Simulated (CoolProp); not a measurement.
Properties of hydrogen sulfide along the isobar 0.101 MPa (Tc = 373.1 K, pc = 8.999 MPa, ω = 0.101).

Computed with CoolProp (reference Helmholtz-energy equation of state, Lemmon 2006). It is a short technical equation, of lower accuracy than the large ones.

```tsv
T (K)	phase	cv (kJ/(kg K))	speed of sound (m/s)	isothermal compressibility (1/MPa)	expansivity (1/kK)
303.8	gas	0.7634	311.7	9.973	3.367
322	gas	0.7689	320.8	9.961	3.165
340.3	gas	0.7753	329.6	9.951	2.986
358.5	gas	0.7823	338.0	9.943	2.827
376.8	gas	0.7899	346.3	9.937	2.685
395	gas	0.7979	354.2	9.932	2.557
413.3	gas	0.8062	362.0	9.928	2.441
431.5	gas	0.8148	369.5	9.924	2.335
449.8	gas	0.8236	376.8	9.921	2.238
468	gas	0.8325	383.9	9.919	2.150
486.3	gas	0.8417	390.9	9.916	2.068
504.6	gas	0.8510	397.8	9.914	1.991
522.8	gas	0.8604	404.4	9.913	1.921
541.1	gas	0.8699	411.0	9.911	1.855
559.3	gas	0.8794	417.4	9.910	1.794
```
